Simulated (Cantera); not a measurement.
A closed system holds: 1 mol CHF₃, 0.072 mol F₂, 0.1 mol H₂, held at 0.0900 Torr.

Equilibrium computed with Cantera from the NASA thermochemical tables; the gas is ideal and each condensed phase is pure. Candidate condensed phases: C, C₆H₆, C₇H₈, C₈H₁₈; 95 gas species. Condensed phases not in the tables: fluorocarbon polymer. Gases not in the tables: C₂F₆ and larger saturated fluorocarbons. Equilibrium is a limit: real reactors are often held back by kinetics, nucleation or transport.

x: gas mole fraction; n: condensed amount in mol.

```csv
T (K),x HF,x F,x CF₄,x CF₂,x CF,x CF₃,x H,n C(graphite)
750,0.712,<1e-12,0.288,<1e-12,<1e-12,1.32e-12,<1e-12,0.514
850,0.712,4.85e-12,0.288,6.50e-11,<1e-12,9.95e-11,<1e-12,0.514
950,0.712,5.34e-10,0.288,4.42e-9,<1e-12,3.00e-9,<1e-12,0.514
1050,0.712,2.40e-8,0.288,1.34e-7,<1e-12,4.72e-8,4.33e-12,0.514
1150,0.712,5.60e-7,0.288,2.22e-6,1.46e-12,4.58e-7,6.03e-11,0.514
1250,0.712,7.89e-6,0.288,2.34e-5,8.59e-11,3.08e-6,5.55e-10,0.514
1350,0.712,7.52e-5,0.288,0.000173,2.75e-9,1.56e-5,3.70e-9,0.514
1450,0.711,0.000525,0.287,0.000966,5.43e-8,6.28e-5,1.91e-8,0.513
1550,0.709,0.00285,0.284,0.00428,7.25e-7,0.000210,8.01e-8,0.511
1650,0.699,0.0125,0.272,0.0155,7.00e-6,0.000588,2.83e-7,0.506
1750,0.671,0.0451,0.236,0.0460,5.06e-5,0.00136,8.64e-7,0.492
1850,___,___,___,___,___,0.00231,___,0.474
1950,___,___,___,___,___,0.00216,___,0.501
2050,0.434,0.438,0.00605,0.119,0.00258,0.000837,2.13e-5,0.646
```

Q: What belongs in the gaps?

A: 
- 1850, x HF: 0.603
- 1850, x F: 0.132
- 1850, x CF₄: 0.157
- 1850, x CF₂: 0.105
- 1850, x CF: 0.000275
- 1850, x H: 2.35e-6
- 1950, x HF: 0.502
- 1950, x F: 0.290
- 1950, x CF₄: 0.0527
- 1950, x CF₂: 0.153
- 1950, x CF: 0.00104
- 1950, x H: 6.34e-6
